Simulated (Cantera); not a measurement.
What does this Cantera script print?

```python
import numpy as np
import cantera as ct

gas = ct.Solution("gri30.yaml")
gas.TPX = 1100, 490, {'H2': 0.14, 'O2': 1, 'N2': 0.39}
reactor = ct.IdealGasConstPressureReactor(gas, energy="off", clone=False)
net = ct.ReactorNet([reactor])
net.rtol, net.atol = 1e-08, 1e-18
show = ['H2', 'O2', 'OH', 'NO', 'H2O', 'N2O', 'H2O2']
times = np.geomspace(6e-05, 80, 9)

steps = ct.SolutionArray(gas, extra=["t"])
rows = []
print(f"{'t/s':>10s}{'T/K':>9s}{'P/Pa':>11s}" + "".join(f"{s:>11s}" for s in show))
for t in times:
    while net.time < t:
        t_next = net.step()
        steps.append(gas.state, t=t_next)
    rows.append([np.interp(t, steps.t, y) for y in (steps.T, steps.P, *steps(*show).X.T)])
    print(f"{t:10.3e}{rows[-1][0]:9.1f}{rows[-1][1]:11.4g}" + "".join(f"{x:11.3e}" for x in rows[-1][2:]))
rate = np.gradient(steps.T, steps.t)
print("integrator steps:", len(steps.t))
if steps.T.max() > steps.T[0] + 200:
    print(f"time of steepest temperature rise: {steps.t[rate.argmax()]:.4e} s")
gas.TPX = 1100, 490, {'H2': 0.14, 'O2': 1, 'N2': 0.39}
gas.equilibrate("TP")
print(f"equilibrium (TP): T = {gas.T:.1f} K  " + "  ".join(f"{s} {gas[s].X[0]:.3e}" for s in show))
```

Output:

```
       t/s      T/K       P/Pa         H2         O2         OH         NO        H2O        N2O       H2O2
 6.000e-05   1100.0        490  9.150e-02  6.536e-01  1.327e-11  5.281e-25  2.405e-12  2.504e-19  4.872e-15
 3.498e-04   1100.0        490  9.150e-02  6.536e-01  2.619e-10  1.150e-22  3.000e-10  1.868e-18  1.653e-13
 2.039e-03   1100.0        490  9.150e-02  6.536e-01  2.057e-08  4.763e-20  7.793e-08  5.256e-17  5.658e-12
 1.189e-02   1100.0        490  5.728e-03  6.013e-01  4.616e-03  1.865e-08  6.787e-02  1.684e-10  6.666e-08
 6.928e-02   1100.0        490  2.045e-03  6.103e-01  3.064e-03  3.296e-07  8.168e-02  8.384e-10  4.823e-08
 4.039e-01   1100.0        490  3.339e-04  6.330e-01  1.244e-03  5.355e-07  9.416e-02  1.541e-09  6.089e-08
 2.354e+00   1100.0        490  1.019e-05  6.368e-01  2.185e-04  5.402e-07  9.576e-02  2.363e-09  2.341e-08
 1.372e+01   1100.0        490  5.384e-07  6.370e-01  5.081e-05  5.402e-07  9.586e-02  2.613e-09  4.456e-09
 8.000e+01   1100.0        490  5.490e-08  6.370e-01  1.632e-05  5.403e-07  9.588e-02  2.660e-09  7.905e-10
integrator steps: 2028
equilibrium (TP): T = 1100.0 K  H2 2.277e-09  O2 6.369e-01  OH 3.332e-06  NO 8.667e-05  H2O 9.589e-02  N2O 2.654e-10  H2O2 4.840e-11
```

Cantera simulation using GRI-Mech 3.0 (53 species, 325 reactions); the numbers are that mechanism's predictions, not measurements. Radical loss at walls, strong at low pressure, is not modelled. The temperature is held fixed by assumption; the heat of reaction is taken as removed at once.
